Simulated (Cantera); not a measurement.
An adiabatic, constant-volume homogeneous reactor starts with 15.3 % H₂, 17.8 % O₂, 66.9 % N₂, equivalence ratio 0.43, at 1673 K and 0.450 bar.

Detailed kinetics in Cantera: GRI-Mech 3.0 (53 species, 325 reactions).

One state of this run: T (K) = 2632; P (bar) = 0.665; x H₂ = 0.00635; x O₂ = 0.0920; x N₂O = 7.71e-7; x NO₂ = 7.56e-6; x HO₂ = 1.15e-5; x H = 0.00429. x: mole fraction; the columns are a selection and need not sum to one.

Which value of t (s) does it belong to?
A) 3.35e-6
B) 1.00e-6
C) 0.00142
D) 0.0534

D, 0.0534
